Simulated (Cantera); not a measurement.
**Abatement and gas-phase synthesis: NH3 + H2O + O2**

Feed: 1 mol NH3, 0.063 mol H2O, 0.035 mol O2, at 3498 K and 2.30e7 Pa.

Cantera equilibrium calculation (NASA polynomials, part measured and part estimated; ideal gas, pure solids and liquids). Candidate condensed phases: H2O; 24 gas species. The ideal-gas law is rough above about 30 bar. Equilibrium is a limit: real reactors are often held back by kinetics, nucleation or transport.

```
Item           Result
----------  ---------
x(H2)           0.666
x(N2)           0.238
x(H2O)         0.0619
x(H)           0.0316
x(OH)         0.00135
x(NH3)       0.000312
x(NO)        0.000111
x(NH2)        6.81e-5
x(O)          3.74e-5
gas amount  2.097 mol
```
